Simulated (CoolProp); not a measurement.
A Linde-Hampson liquefier for ethylene: isothermal reversible compression at 320 K from 1 atm to 30 MPa, throttling to 1 atm, return gas leaving the recuperator 0 K below the feed. Each further row changes one setting.

The numbers come from the reference Helmholtz-energy equation of state, Smukala 2000 in CoolProp.

```
case                        liquid yield per pass  compression work (kJ/kg of gas)
--------------------------  ---------------------  -------------------------------
as stated                                   0.429                              444
high pressure 60 MPa                        0.410                              513
warm-end temperature 350 K                  0.357                              512
warm-end gap 5 K                            0.422                              444
```
